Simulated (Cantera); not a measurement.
## Ignition delay

Mixture: CH₄ : CO : O₂ : N₂ : H₂O = 1 : 0.037 : 4.69 : 17.8 : 1 (molar parts), equivalence ratio 0.43, at 7500 Torr, adiabatic and at constant volume. Ignition delay is the time to a rise of 400 K.

Cantera simulation using GRI-Mech 3.0 (53 species, 325 reactions); the numbers are that mechanism's predictions, not measurements.

```json
[
 {"T0 (K)": "1150", "delay (ms)": "6.71"},
 {"T0 (K)": "1200", "delay (ms)": "3.46"},
 {"T0 (K)": "1250", "delay (ms)": "1.88"},
 {"T0 (K)": "1300", "delay (ms)": "1.06"},
 {"T0 (K)": "1350", "delay (ms)": "0.616"},
 {"T0 (K)": "1400", "delay (ms)": "0.369"},
 {"T0 (K)": "1450", "delay (ms)": "0.226"},
 {"T0 (K)": "1500", "delay (ms)": "0.142"},
 {"T0 (K)": "1550", "delay (ms)": "0.0913"}
]
```

The apparent activation energy between 1450 and 1550 K comes out as 170 kJ/mol.
